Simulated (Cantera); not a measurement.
Charge: 1 mol Si3N4, 1.8 mol N2O, 39 mol N2, 0.16 mol CO2, at 1698 K and 45.0 mbar.

Cantera equilibrium calculation (NASA polynomials, part measured and part estimated; ideal gas, pure solids and liquids). Candidate condensed phases: C, Si, SiC, SiO2, Si2N2O, Si3N4; 34 gas species. Mutual solubility and eutectic melting of coexisting phases are not modelled. The tables hold silica as quartz up to 1696 K and as liquid above; real silica turns to tridymite and cristobalite and melts near 1996 K. Kinetics and transport are ignored.

Base state: N2 0.981, SiO 0.0149, CO 0.00377 (mole fractions); condensed: SiO2(condensed) + Si2N2O(s).

Question: What changes in the equilibrium state with this change: pressure from 45.0 mbar to 1 atm?

Answer: 
```
species                before     after
--------------------  -------  --------
N2                      0.981     0.996
CO                    0.00377   0.00384
SiO                    0.0149  0.000234
SiO2(condensed), mol   0.0953     0.303
Si2N2O(s), mol           1.14      1.34
```

Question: What changes in the equilibrium state with this change: temperature from 1698 K to 1400 K?

Answer: 
| species | before | after |
|---|---|---|
| N2 | 0.981 | 0.996 |
| CO | 0.00377 | 0.00384 |
| SiO | 0.0149 | 7.84e-6 |
| SiO2(condensed), mol | 0.0953 | 0 |
| Si2N2O(s), mol | 1.14 | 1.35 |
| SiO2(β-quartz), mol | 0 | 0.307 |
